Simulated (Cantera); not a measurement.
What does this Cantera script print?

```python
import numpy as np
import cantera as ct

gas_names = """
    H2O2 H NO2
""".split()
cond_names = """
    ZrN(s) ZrN(L) ZrO2(a) ZrO2(b) ZrO2(L)
""".split()


# ... load() reads the species with a 1 bar reference pressure and builds the phases ...
species = {s.name: s for s in load("nasa_gas.yaml", gas_names) + load("nasa_condensed.yaml", cond_names)}
# Each term lists the table entries of one substance; the one whose range holds T is used.
reactions = {
    'ZrN + 2 H2O2(g) = 4 H(g) + NO2(g) + ZrO2':
        [(-1, ['ZrN(s)', 'ZrN(L)']), (-2, ['H2O2']), (4, ['H']), (1, ['NO2']), (1, ['ZrO2(a)', 'ZrO2(b)', 'ZrO2(L)'])],
}


def pick(names, T):
    return next(species[n] for n in names if species[n].thermo.min_temp <= T <= species[n].thermo.max_temp)


results = []
for label, terms in reactions.items():
    print(label)
    print("     T/K   dH/kJ  dS/(J/K)   dG/kJ   log10 K")
    for T in [1725, 1825, 1925, 2025, 2125, 2225, 2325]:
        used = [(nu, pick(names, T)) for nu, names in terms]
        dH = sum(nu * s.thermo.h(T) for nu, s in used) / 1e6
        dS = sum(nu * s.thermo.s(T) for nu, s in used) / 1e3
        dG = dH - T * dS / 1e3
        logK = -dG * 1e6 / (ct.gas_constant * T * np.log(10))
        results.append((label, T, dH, dS, dG, logK, [s.name for _, s in used]))
        print(f"{T:8g} {dH:8.1f} {dS:8.1f} {dG:8.1f} {logK:8.2f}")
```

Output:

```
ZrN + 2 H2O2(g) = 4 H(g) + NO2(g) + ZrO2
     T/K   dH/kJ  dS/(J/K)   dG/kJ   log10 K
    1725    500.7    313.8    -40.7     1.23
    1825    501.9    314.5    -72.1     2.06
    1925    502.9    315.0   -103.5     2.81
    2025    503.7    315.4   -135.1     3.48
    2125    504.3    315.8   -166.6     4.10
    2225    504.8    316.0   -198.2     4.65
    2325    505.1    316.1   -229.8     5.16
```

Source: NASA polynomial tables (part measured, part estimated), evaluated in Cantera. ZrN: taken at fixed stoichiometry. Condensed species are held in their standard states even where they would react or evaporate.
